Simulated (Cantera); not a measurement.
Input: 1 mol AlBr3, 13 mol N2, equilibrated at 13300 Pa.

Cantera equilibrium calculation (NASA polynomials, part measured and part estimated; ideal gas, pure solids and liquids). Candidate condensed phases: Al, AlBr3, AlN, Br2; 10 gas species. Equilibrium is a limit: real reactors are often held back by kinetics, nucleation or transport.

Problem. At 1550 °C, list the 4 most abundant gas species with their mole fractions, and the condensed phases.

Solution. N2 0.913, AlBr3 0.0616, Br 0.0172, AlBr 0.00863. Condensed: gas only.
